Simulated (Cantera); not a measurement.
Input: 1 mol BF₃, 0.095 mol O₂, at 577 °C and 1.00 bar.

Method: chemical equilibrium by Gibbs-energy minimisation in Cantera with the NASA 1993 tables (ideal gas, pure condensed phases). Candidate condensed phases: B, B₂O₃; 21 gas species. Rates play no part.

Base state: BF₃ 0.913, O₂ 0.0868 (mole fractions); condensed: gas only.

Q: What changes in the equilibrium state with this change: temperature from 577 °C to 2200 °C?

A: 
| species | before | after |
|---|---|---|
| BF₃ | 0.913 | 0.874 |
| O₂ | 0.0868 | 0.0750 |
| F | <1e-9 | 0.0310 |
| BOF | <1e-9 | 0.0149 |
| O | <1e-9 | 0.00347 |
| BOF₂ | <1e-9 | 0.000869 |
| BF₂ | <1e-9 | 0.000277 |
The tables' values for BF₂ are old estimates; treat these amounts as uncertain.

Q: What changes in the equilibrium state with this change: temperature from 577 °C to 1727 °C?

A: 
| species | before | after |
|---|---|---|
| BF₃ | 0.913 | 0.911 |
| O₂ | 0.0868 | 0.0859 |
| F | <1e-9 | 0.00219 |
| BOF | <1e-9 | 0.00101 |
| O | <1e-9 | 0.000196 |
| BOF₂ | <1e-9 | 0.000161 |
